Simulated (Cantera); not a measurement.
Charge: 1 mol AlN, 0.017 mol C, 2.4 mol N2, held at 3073 K and 1 atm.

These are equilibrium values from Cantera (NASA tables, ideal gas, pure condensed phases), not measurements of a reactor. Candidate condensed phases: Al, AlN, C; 16 gas species. Equilibrium is a limit: real reactors are often held back by kinetics, nucleation or transport.

Base state: N2 0.741, Al 0.255, CN 0.00277, Al2 0.000524, C2N2 0.000408, C3 0.000188, C 6.49e-5, AlC 4.64e-5 (mole fractions); condensed: gas only.

Question: What changes in the equilibrium state with this change: temperature from 3073 K to 2198.15 K?

Answer: 
```
species             before     after
----------------  --------  --------
N2                   0.741     0.999
Al                   0.255  0.000611
C2N2              0.000408   9.88e-6
CN                 0.00277   5.88e-6
C3                0.000188   2.30e-9
AlC                4.64e-5     <1e-9
C                  6.49e-5   1.46e-9
C2                 2.94e-5     <1e-9
AlN(s), mol              0     0.999
C(graphite), mol         0    0.0169
```
